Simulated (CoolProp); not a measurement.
A single-stage vapour-compression cycle with the fluid: evaporating at 257.15 K (dew point), condensing at 301.15 K (bubble point), superheat 0 K, subcooling 0 K, compressor efficiency 0.7, no pressure losses. The same conditions are run with several fluids, on thermodynamics alone (safety and materials aside).

The numbers come from the reference Helmholtz-energy equation of state of each fluid (R245fa: Akasaka 2015; hydrogen chloride: Thol 2018; R124: de Vries 1995; R410A: Lemmon 2003; carbonyl sulfide: Lemmon 2006; R11: Jacobsen 1992) in CoolProp. Blends and air are pseudo-pure fits.

| fluid | cooling COP | pressure ratio | discharge temperature (K) | refrigerating effect (kJ/kg) | volumetric capacity (kJ/m³) |
|---|---|---|---|---|---|
| R245fa | 3.42 | 6.82 | 315.1 | 157 | 242 |
| hydrogen chloride | 2.86 | 3.04 | (withheld) | 252 | 8820 |
| R124 | (withheld) | 4.92 | 313.9 | 119 | 676 |
| R410A | (withheld) | (withheld) | 336.3 | 171 | 3040 |
| carbonyl sulfide | 3.39 | 3.52 | 361.0 | (withheld) | 2690 |
| R11 | (withheld) | 6.12 | 335.5 | 157 | (withheld) |

Question: Complete the blanks.

Answer: 
- hydrogen chloride, discharge temperature (K): 373.9
- R124, cooling COP: 3.33
- R410A, cooling COP: 3.17
- R410A, pressure ratio: 3.87
- carbonyl sulfide, refrigerating effect (kJ/kg): 227
- R11, cooling COP: 3.60
- R11, volumetric capacity (kJ/m³): 197
